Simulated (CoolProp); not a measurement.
A simple Rankine cycle with neopentane: condensing at 323.15 K, boiler at 1.4 MPa, turbine inlet 399.7 K, turbine efficiency 0.85, pump efficiency 0.8, no recuperator. Each further row changes one setting.

Model: reference Helmholtz-energy equation of state, Lemmon 2006, in CoolProp. It is a short technical equation, of lower accuracy than the large ones.

```json
[
 {"case": "as stated", "thermal efficiency (%)": "___", "net work (kJ/kg)": "41.6", "heat in (kJ/kg)": "408", "turbine exit temperature (K)": "365.7", "volume ratio over the turbine": "4.40"},
 {"case": "turbine inlet 419.7 K", "thermal efficiency (%)": "9.9", "net work (kJ/kg)": "45.4", "heat in (kJ/kg)": "458", "turbine exit temperature (K)": "___", "volume ratio over the turbine": "___"},
 {"case": "condensing temperature 315.15 K", "thermal efficiency (%)": "11.4", "net work (kJ/kg)": "48.7", "heat in (kJ/kg)": "427", "turbine exit temperature (K)": "361.3", "volume ratio over the turbine": "5.48"},
 {"case": "boiler pressure 0.98 MPa", "thermal efficiency (%)": "___", "net work (kJ/kg)": "___", "heat in (kJ/kg)": "422", "turbine exit temperature (K)": "376.6", "volume ratio over the turbine": "2.87"},
 {"case": "turbine efficiency 0.75", "thermal efficiency (%)": "8.9", "net work (kJ/kg)": "36.4", "heat in (kJ/kg)": "408", "turbine exit temperature (K)": "___", "volume ratio over the turbine": "___"}
]
```

### Question
Some entries are withheld; supply them.

### Answer

- as stated, thermal efficiency (%): 10.2
- turbine inlet 419.7 K, turbine exit temperature (K): 387.4
- turbine inlet 419.7 K, volume ratio over the turbine: 4.24
- boiler pressure 0.98 MPa, thermal efficiency (%): 7.8
- boiler pressure 0.98 MPa, net work (kJ/kg): 33.0
- turbine efficiency 0.75, turbine exit temperature (K): 368.2
- turbine efficiency 0.75, volume ratio over the turbine: 4.44
